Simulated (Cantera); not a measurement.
**Equilibrium for chemical vapour transport: MgO + I₂**

Input: 1 mol MgO, 0.07 mol I₂, equilibrated at 1398.15 K and 5180 Torr.

Method: chemical equilibrium by Gibbs-energy minimisation in Cantera with the NASA 1993 tables (ideal gas, pure condensed phases). Candidate condensed phases: I₂, Mg, MgI₂, MgO; 10 gas species. Equilibrium is a limit: real reactors are often held back by kinetics, nucleation or transport.

The x(I₂) is 0.743 and the x(I) is 0.257. The x(MgI₂) comes out as 5.81e-6. The x(O₂) is 2.91e-6. The n(MgO(s)) is 1.00 mol and the gas amount comes out as 0.08030 mol. The log10 activity of I₂(l) (absent) comes out as -1.54, the log10 activity of MgI₂(l) (absent) comes out as -5.04 and the log10 activity of Mg(l) (absent) comes out as -14.36.
